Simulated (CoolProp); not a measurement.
Saturation properties of chlorine (Tc = 416.9 K, pc = 7.642 MPa, ω = 0.070).

Computed with CoolProp (reference Helmholtz-energy equation of state, Thol 2021).

```csv
T (K),p (MPa),liquid density (kg/m³),vapour density (kg/m³),enthalpy of vaporisation (kJ/kg)
230.3,0.06731,?,2.543,291.9
238.1,0.09652,1567,3.548,287.6
246,0.1355,1545,4.854,283.0
253.9,0.1857,1523,6.501,278.3
261.8,0.2492,1500,8.543,?
269.7,0.3282,1478,11.04,268.4
277.5,0.4235,1455,14.02,?
285.4,0.5399,1432,?,257.5
293.3,0.6786,?,21.87,251.7
301.2,0.8419,1383,26.88,245.5
309.1,?,1358,32.73,239.0
316.9,1.249,1332,?,232.2
324.8,1.501,?,47.28,224.9
```

Question: What belongs in the gaps?

Answer: 
- 230.3, liquid density (kg/m³): 1588
- 261.8, enthalpy of vaporisation (kJ/kg): 273.4
- 277.5, enthalpy of vaporisation (kJ/kg): 263.1
- 285.4, vapour density (kg/m³): 17.61
- 293.3, liquid density (kg/m³): 1408
- 309.1, p (MPa): 1.032
- 316.9, vapour density (kg/m³): 39.43
- 324.8, liquid density (kg/m³): 1306

It boils at 239.2 K under 1 atm.
